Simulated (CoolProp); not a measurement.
Vapour-liquid equilibrium of propylene (1) + R115 (2) at 327.6 K; x and y are mole fractions of (1).

Model: multi-fluid Helmholtz-energy mixture model, Lemmon 2013 and Lemmon 2016; pair parameters Bell 2016, in CoolProp.

```json
[
 {"x": "0.05", "bubble pressure, mixture model (bar)": "19.07", "bubble pressure, Raoult's law (bar)": "18.49", "y, mixture model": "(withheld)", "y, Raoult's law": "0.061"},
 {"x": "0.15", "bubble pressure, mixture model (bar)": "20.56", "bubble pressure, Raoult's law (bar)": "18.92", "y, mixture model": "(withheld)", "y, Raoult's law": "0.179"},
 {"x": "0.25", "bubble pressure, mixture model (bar)": "21.85", "bubble pressure, Raoult's law (bar)": "19.35", "y, mixture model": "0.309", "y, Raoult's law": "0.292"},
 {"x": "0.35", "bubble pressure, mixture model (bar)": "(withheld)", "bubble pressure, Raoult's law (bar)": "19.77", "y, mixture model": "(withheld)", "y, Raoult's law": "0.399"},
 {"x": "0.45", "bubble pressure, mixture model (bar)": "23.74", "bubble pressure, Raoult's law (bar)": "20.20", "y, mixture model": "0.495", "y, Raoult's law": "0.503"},
 {"x": "0.55", "bubble pressure, mixture model (bar)": "24.28", "bubble pressure, Raoult's law (bar)": "20.63", "y, mixture model": "0.577", "y, Raoult's law": "0.601"},
 {"x": "0.65", "bubble pressure, mixture model (bar)": "24.55", "bubble pressure, Raoult's law (bar)": "21.06", "y, mixture model": "0.657", "y, Raoult's law": "0.696"},
 {"x": "0.75", "bubble pressure, mixture model (bar)": "24.50", "bubble pressure, Raoult's law (bar)": "21.49", "y, mixture model": "(withheld)", "y, Raoult's law": "0.787"},
 {"x": "0.85", "bubble pressure, mixture model (bar)": "(withheld)", "bubble pressure, Raoult's law (bar)": "21.92", "y, mixture model": "(withheld)", "y, Raoult's law": "0.875"},
 {"x": "0.95", "bubble pressure, mixture model (bar)": "23.23", "bubble pressure, Raoult's law (bar)": "22.35", "y, mixture model": "0.935", "y, Raoult's law": "0.959"}
]
```

Question: Some entries are withheld; supply them.

Answer: 
- 0.05, y, mixture model: 0.072
- 0.15, y, mixture model: 0.199
- 0.35, bubble pressure, mixture model (bar): 22.92
- 0.35, y, mixture model: 0.406
- 0.75, y, mixture model: 0.739
- 0.85, bubble pressure, mixture model (bar): 24.10
- 0.85, y, mixture model: 0.828

The largest gap from Raoult's law is +17.7 % in bubble pressure, at x = 0.55. y crosses x between x = 0.65 and 0.75: the model has an azeotrope there.

Pair parameters are fitted to limited data, so mixtures are less certain than the pure fluids.
